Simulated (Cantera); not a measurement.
A closed system holds: 1 mol Ti, 1.2 mol H₂O, 11 mol H₂, held at 1050 K and 0.310 bar.

Method: chemical equilibrium by Gibbs-energy minimisation in Cantera with the NASA 1993 tables (ideal gas, pure condensed phases). Candidate condensed phases: H₂O, Ti, TiO, TiO₂, Ti₂O₃, Ti₃O₅, Ti₄O₇; 12 gas species. Mutual solubility and eutectic melting of coexisting phases are not modelled. TiO: taken at fixed stoichiometry. The numbers say what is thermodynamically allowed, not how fast it happens.

Problem. What is the equilibrium state?

Solution. 
| Property | Result |
|---|---|
| x(H₂) | 1.00 |
| n(TiO(s)) | 0.600 mol |
| n(Ti₂O₃(s)) | 0.200 mol |
| gas amount | 12.20 mol |
| log10 activity of Ti₃O₅(s) (absent) | -1.27 |
| log10 activity of Ti₄O₇(s) (absent) | -2.69 |
| log10 activity of Ti(α) (absent) | -4.80 |
